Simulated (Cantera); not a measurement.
Input: 1 mol CF4, 0.19 mol HCl, held at 377 °C and 1.50 Pa.

Equilibrium computed with Cantera from the NASA thermochemical tables; the gas is ideal and each condensed phase is pure. Candidate condensed phases: C, C6H6, C7H8, C8H18; 118 gas species. Condensed phases not in the tables: fluorocarbon polymer. Gases not in the tables: C2F6 and larger saturated fluorocarbons. Rates play no part.

Base state: CF4 0.819, HCl 0.113, HF 0.0445, Cl2 0.0212, CClF3 0.00215, CCl2F2 1.45e-5 (mole fractions); condensed: C(graphite).

Task: What changes in the equilibrium state with this change: temperature from 377 °C to 2125 °C?

Result: 
```csv
species,before,after
F,<1e-9,0.877
Cl,4.88e-6,0.0450
HF,0.0445,0.0437
CF4,0.819,3.87e-9
HCl,0.113,4.98e-6
CF,<1e-9,0.0206
Cl2,0.0212,4.37e-9
C3,<1e-9,0.00634
CF2,<1e-9,0.00276
"C(graphite), mol",0.0127,0.805
```
